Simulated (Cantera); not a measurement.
What does this Cantera script print?

```python
import numpy as np
import cantera as ct

gas = ct.Solution("gri30.yaml")
gas.TPX = 1723, 27, {'C2H6': 1, 'H2': 3}
reactor = ct.IdealGasConstPressureReactor(gas, energy="off", clone=False)
net = ct.ReactorNet([reactor])
net.rtol, net.atol = 1e-08, 1e-18
show = ['C2H6', 'H2', 'H', 'C2H2', 'C2H4', 'C2H']
times = np.geomspace(5e-05, 1, 14)

steps = ct.SolutionArray(gas, extra=["t"])
rows = []
print(f"{'t/s':>10s}{'T/K':>9s}{'P/Pa':>11s}" + "".join(f"{s:>11s}" for s in show))
for t in times:
    while net.time < t:
        t_next = net.step()
        steps.append(gas.state, t=t_next)
    rows.append([np.interp(t, steps.t, y) for y in (steps.T, steps.P, *steps(*show).X.T)])
    print(f"{t:10.3e}{rows[-1][0]:9.1f}{rows[-1][1]:11.4g}" + "".join(f"{x:11.3e}" for x in rows[-1][2:]))
rate = np.gradient(steps.T, steps.t)
print("integrator steps:", len(steps.t))
if steps.T.max() > steps.T[0] + 200:
    print(f"time of steepest temperature rise: {steps.t[rate.argmax()]:.4e} s")
gas.TPX = 1723, 27, {'C2H6': 1, 'H2': 3}
gas.equilibrate("TP")
print(f"equilibrium (TP): T = {gas.T:.1f} K  " + "  ".join(f"{s} {gas[s].X[0]:.3e}" for s in show))
```

Result:

```
       t/s      T/K       P/Pa       C2H6         H2          H       C2H2       C2H4        C2H
 5.000e-05   1723.0         27  2.489e-01  7.493e-01  1.378e-05  1.461e-12  9.771e-08  3.690e-20
 1.071e-04   1723.0         27  2.476e-01  7.485e-01  5.377e-05  3.307e-11  1.098e-06  5.515e-18
 2.294e-04   1723.0         27  2.448e-01  7.468e-01  1.906e-04  9.236e-10  1.395e-05  8.246e-16
 4.915e-04   1723.0         27  2.382e-01  7.431e-01  5.936e-04  3.313e-08  1.733e-04  1.205e-13
 1.053e-03   1723.0         27  2.216e-01  7.356e-01  1.551e-03  1.718e-06  1.766e-03  1.947e-11
 2.255e-03   1723.0         27  1.795e-01  7.191e-01  3.109e-03  7.727e-05  1.110e-02  1.956e-09
 4.831e-03   1723.0         27  9.533e-02  6.822e-01  5.957e-03  1.660e-03  3.556e-02  8.774e-08
 1.035e-02   1723.0         27  1.184e-02  6.438e-01  1.133e-02  1.700e-02  5.161e-02  1.844e-06
 2.217e-02   1723.0         27  3.866e-04  6.669e-01  9.042e-03  5.298e-02  3.456e-02  4.465e-06
 4.749e-02   1723.0         27  1.849e-04  6.950e-01  5.715e-03  8.072e-02  1.973e-02  4.127e-06
 1.017e-01   1723.0         27  1.041e-04  7.171e-01  3.748e-03  9.974e-02  1.062e-02  3.241e-06
 2.179e-01   1723.0         27  5.636e-05  7.351e-01  2.594e-03  1.131e-01  5.513e-03  2.482e-06
 4.668e-01   1723.0         27  3.010e-05  7.506e-01  1.927e-03  1.231e-01  2.877e-03  1.964e-06
 1.000e+00   1723.0         27  1.632e-05  7.652e-01  1.580e-03  1.315e-01  1.555e-03  1.688e-06
integrator steps: 833
equilibrium (TP): T = 1723.0 K  C2H6 6.568e-13  H2 8.240e-01  H 1.015e-02  C2H2 1.658e-01  C2H4 1.495e-06  C2H 1.269e-05
```

Computed with Cantera and GRI-Mech 3.0 (53 species, 325 reactions). GRI-Mech 3.0 stops at C3 and has no aromatics, soot or wall deposition, so with more carbon than oxygen in the feed, carbon stays in small species such as C2H2 where larger ones or solid carbon would form. Radical loss at walls, strong at low pressure, is not modelled.
